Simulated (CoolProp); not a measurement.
A closed Brayton cycle with carbon dioxide: compressor inlet 324.15 K and 8.4 MPa, high pressure 16.2 MPa, turbine inlet 935 K, compressor efficiency 0.85, turbine efficiency 0.9, recuperator effectiveness 0 (on enthalpy, no pinch check). Each further row changes one setting.

Computed with CoolProp (reference Helmholtz-energy equation of state, Span 1996).

```json
[
 {"case": "as stated", "thermal efficiency (%)": "9.9", "net work (kJ/kg)": "70.6", "compressor to turbine work": "0.30", "compressor exit (K)": "377.4", "turbine exit (K)": "849.0"},
 {"case": "turbine inlet 885 K", "thermal efficiency (%)": "9.9", "net work (kJ/kg)": "64.9", "compressor to turbine work": "0.32", "compressor exit (K)": "377.4", "turbine exit (K)": "___"},
 {"case": "compressor inlet 334.15 K", "thermal efficiency (%)": "___", "net work (kJ/kg)": "66.2", "compressor to turbine work": "___", "compressor exit (K)": "___", "turbine exit (K)": "849.0"},
 {"case": "high pressure 13.8 MPa", "thermal efficiency (%)": "7.6", "net work (kJ/kg)": "___", "compressor to turbine work": "0.29", "compressor exit (K)": "___", "turbine exit (K)": "___"},
 {"case": "recuperator effectiveness 0.5", "thermal efficiency (%)": "16.1", "net work (kJ/kg)": "70.6", "compressor to turbine work": "0.30", "compressor exit (K)": "377.4", "turbine exit (K)": "849.0"}
]
```

**Question.** What belongs in the gaps?

**Answer.** 
- turbine inlet 885 K, turbine exit (K): 802.1
- compressor inlet 334.15 K, thermal efficiency (%): 9.6
- compressor inlet 334.15 K, compressor to turbine work: 0.35
- compressor inlet 334.15 K, compressor exit (K): 391.7
- high pressure 13.8 MPa, net work (kJ/kg): 55.0
- high pressure 13.8 MPa, compressor exit (K): 364.2
- high pressure 13.8 MPa, turbine exit (K): 869.6
